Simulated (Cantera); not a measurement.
# Transport properties of process gases

Gas mixture: 29.2 % C2H4, 26.6 % CH3OH, 30.4 % H2, 13.8 % H2O, at 0.0310 bar, frozen composition.

Cantera's kinetic-theory transport with the Lennard-Jones parameters of GRI-Mech 3.0, ideal gas; thermal conductivity in the multicomponent form. Polar gases are described roughly by these parameters. The composition is frozen, though it would react at the higher temperatures.

| T (K) | ρ (kg/m³) | cp (J/kg/K) | μ (µPa s) | λ (mW/m/K) | Pr | D (cm²/s) OH | D (cm²/s) CO2 | D (cm²/s) NO |
|---|---|---|---|---|---|---|---|---|
| 400 | 0.0185 | 2154 | 13.7 | 62.6 | 0.473 | 18.7 | 9.05 | 12.1 |
| 500 | 0.0148 | 2412 | 17.0 | 80.9 | 0.507 | 27.9 | 13.8 | 18.1 |
| 600 | 0.0123 | 2651 | 20.1 | 99.6 | 0.535 | 38.4 | 19.4 | 25.0 |
| 700 | 0.0106 | 2858 | 23.0 | 119 | 0.555 | 50.2 | 25.7 | 32.7 |
| 800 | 0.00923 | 3032 | 25.8 | 137 | 0.570 | 63.1 | 32.7 | 41.2 |
| 900 | 0.00821 | 3184 | 28.5 | 156 | 0.580 | 77.1 | 40.3 | 50.5 |
| 1000 | 0.00739 | 3340 | 31.0 | 175 | 0.591 | 92.3 | 48.6 | 60.4 |
| 1100 | 0.00672 | 3468 | 33.5 | 194 | 0.598 | 108 | 57.4 | 71.1 |
| 1200 | 0.00616 | 3583 | 35.8 | 213 | 0.603 | 125 | 66.7 | 82.3 |
D: mixture-averaged diffusion coefficient of that species in the mixture.
